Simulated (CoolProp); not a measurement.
Properties of normal hydrogen along the isobar 0.714 MPa (Tc = -240.0 °C, pc = 1.296 MPa, ω = -0.219).

Values from CoolProp's reference Helmholtz-energy equation of state, Leachman 2009.

| T (°C) | phase | Z | cv (kJ/(kg K)) | isothermal compressibility (1/MPa) |
|---|---|---|---|---|
| -245.95 | liquid | … | … | 0.05162 |
| -231.25 | gas | 0.8999 | … | … |
| -216.45 | gas | 0.9620 | … | … |
| -201.65 | gas | 0.9841 | 6.451 | 1.422 |
| -186.85 | gas | 0.9940 | 6.737 | 1.408 |
| -172.15 | gas | 0.9990 | 7.125 | 1.402 |
| -157.35 | gas | 1.002 | 7.555 | 1.398 |
| -142.55 | gas | 1.003 | 7.978 | 1.396 |
| -127.85 | gas | 1.004 | … | 1.395 |
| -113.05 | gas | 1.004 | 8.711 | 1.394 |
| -98.25 | gas | 1.005 | 9.009 | 1.394 |
| -83.55 | gas | 1.005 | 9.262 | 1.394 |
| -68.75 | gas | 1.005 | 9.476 | 1.394 |
| -53.95 | gas | 1.005 | … | 1.394 |
| -39.25 | gas | 1.005 | 9.801 | 1.394 |
| -24.45 | gas | 1.005 | 9.923 | 1.394 |

**Question.** Some entries are withheld; supply them.

**Answer.** 
- -245.95, Z: 0.1032
- -245.95, cv (kJ/(kg K)): 6.091
- -231.25, cv (kJ/(kg K)): 6.375
- -231.25, isothermal compressibility (1/MPa): 1.565
- -216.45, cv (kJ/(kg K)): 6.323
- -216.45, isothermal compressibility (1/MPa): 1.456
- -127.85, cv (kJ/(kg K)): 8.365
- -53.95, cv (kJ/(kg K)): 9.654
